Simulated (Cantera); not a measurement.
Feed: 1 mol SiO2, 5.3 mol H2, 0.016 mol C, equilibrated at 1.10 mbar.

These are equilibrium values from Cantera (NASA tables, ideal gas, pure condensed phases), not measurements of a reactor. Candidate condensed phases: C, C6H6, C7H8, C8H18, H2O, Si, SiC, SiO2; 123 gas species. The tables hold silica as quartz up to 1696 K and as liquid above; real silica turns to tridymite and cristobalite and melts near 1996 K. Equilibrium is a limit: real reactors are often held back by kinetics, nucleation or transport.

Question: Which condensed phases are stable at each of these points (T (°C)): 1477, 1527, 1577, 1627, 1677, 1727, 1777, 1827, 1877, 1927, 1977?

Answer: 
```csv
T (°C),condensed phases,Si condensed (%)
1477,SiO2(condensed),84.8
1527,SiO2(condensed),75.5
1577,SiO2(condensed),61.1
1627,SiO2(condensed),39.9
1677,SiO2(condensed),9.4
1727,gas only,0.0
1777,gas only,0.0
1827,gas only,0.0
1877,gas only,0.0
1927,gas only,0.0
1977,gas only,0.0
```

From 1477 °C to 1677 °C the condensed part is SiO2(condensed). From 1727 °C to 1977 °C nothing is condensed.
